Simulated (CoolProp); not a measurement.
Computed with CoolProp (reference Helmholtz-energy equation of state, Lemmon 2005). It is a short technical equation, of lower accuracy than the large ones.

Q: For 1-butene, give the phase and the cp (kJ/(kg K)), expansivity (1/kK) at 525 K and 6.68 MPa; 525 K and 8.9 MPa; 525 K and 10 MPa.

A: 
- 525 K and 6.68 MPa: supercritical; cp 2.96, expansivity 5.44
- 525 K and 8.9 MPa: supercritical; cp 3.25, expansivity 6.73
- 525 K and 10 MPa: supercritical; cp 3.33, expansivity 6.89
